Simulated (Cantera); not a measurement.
Equilibrium for sublimation and decomposition of ceramics: ZrN + H2

Input: 1 mol ZrN, 0.047 mol H2, equilibrated at 24.0 Torr.

Cantera equilibrium calculation (NASA polynomials, part measured and part estimated; ideal gas, pure solids and liquids). Candidate condensed phases: Zr, ZrN; 11 gas species. Mutual solubility and eutectic melting of coexisting phases are not modelled. ZrN: taken at fixed stoichiometry. Condensed phases not in the tables: N, O or C dissolved in the metal. Kinetics and transport are ignored.

From 2448 K to 2698 K the condensed part is ZrN(s). From 2748 K to 2898 K the condensed part is Zr(l) + ZrN(s). The main Zr-bearing gas is Zr throughout.

```json
[
 {"T (K)": "2448", "x H2": "0.895", "x H": "0.105", "x N2": "3.35e-5", "x Zr": "4.83e-5", "x N": "5.78e-9", "x NH": "1.46e-9", "n ZrN(s)": "1.000", "n Zr(l)": "0"},
 {"T (K)": "2498", "x H2": "0.870", "x H": "0.130", "x N2": "7.01e-5", "x Zr": "8.52e-5", "x N": "1.34e-8", "x NH": "2.96e-9", "n ZrN(s)": "1.000", "n Zr(l)": "0"},
 {"T (K)": "2548", "x H2": "0.841", "x H": "0.159", "x N2": "0.000143", "x Zr": "0.000147", "x N": "3.02e-8", "x NH": "5.83e-9", "n ZrN(s)": "1.000", "n Zr(l)": "0"},
 {"T (K)": "2598", "x H2": "0.808", "x H": "0.191", "x N2": "0.000282", "x Zr": "0.000247", "x N": "6.58e-8", "x NH": "1.11e-8", "n ZrN(s)": "1.000", "n Zr(l)": "0"},
 {"T (K)": "2648", "x H2": "0.771", "x H": "0.228", "x N2": "0.000545", "x Zr": "0.000409", "x N": "1.39e-7", "x NH": "2.06e-8", "n ZrN(s)": "1.000", "n Zr(l)": "0"},
 {"T (K)": "2698", "x H2": "0.729", "x H": "0.269", "x N2": "0.00102", "x Zr": "0.000662", "x N": "2.86e-7", "x NH": "3.71e-8", "n ZrN(s)": "1.000", "n Zr(l)": "0"},
 {"T (K)": "2748", "x H2": "0.683", "x H": "0.314", "x N2": "0.00188", "x Zr": "0.00105", "x N": "5.74e-7", "x NH": "6.52e-8", "n ZrN(s)": "1.000", "n Zr(l)": "0.000152"},
 {"T (K)": "2798", "x H2": "0.633", "x H": "0.361", "x N2": "0.00338", "x Zr": "0.00165", "x N": "1.12e-6", "x NH": "1.11e-7", "n ZrN(s)": "1.000", "n Zr(l)": "0.000295"},
 {"T (K)": "2848", "x H2": "0.580", "x H": "0.411", "x N2": "0.00595", "x Zr": "0.00254", "x N": "2.14e-6", "x NH": "1.85e-7", "n ZrN(s)": "0.999", "n Zr(l)": "0.000560"},
 {"T (K)": "2898", "x H2": "0.524", "x H": "0.462", "x N2": "0.0103", "x Zr": "0.00386", "x N": "3.99e-6", "x NH": "3.00e-7", "n ZrN(s)": "0.999", "n Zr(l)": "0.00104"}
]
```
x: gas mole fraction; n: condensed amount in mol.
